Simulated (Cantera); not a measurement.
Feed: 1 mol SiH2Cl2, 0.4 mol HCl, 22 mol N2, at 32.3 Torr.

Equilibrium computed with Cantera from the NASA thermochemical tables; the gas is ideal and each condensed phase is pure. Candidate condensed phases: NH4Cl, Si, Si3N4; 28 gas species. N2 is the only nitrogen source here; it is nearly inert below about 1500 K, so the nitride shown seldom forms there in practice. The tables' values for SiCl3 are old estimates; treat these amounts as uncertain. Kinetics and transport are ignored. All values below are at 1373 K.

Base state: N2 0.905, HCl 0.0722, H2 0.0144, SiCl4 0.00513, SiCl2 0.00191, SiCl3 0.00146, SiHCl3 6.48e-5 (mole fractions); condensed: Si3N4(s).

Problem. What changes in the equilibrium state with this change: pressure from 32.3 Torr to 1 atm?

Solution. 
```csv
species,before,after
N2,0.905,0.907
HCl,0.0722,0.0672
H2,0.0144,0.0170
SiCl4,0.00513,0.00794
SiCl2,0.00191,0.000171
SiCl3,0.00146,0.000542
SiHCl3,6.48e-5,0.000127
"Si3N4(s), mol",0.266,0.264
```
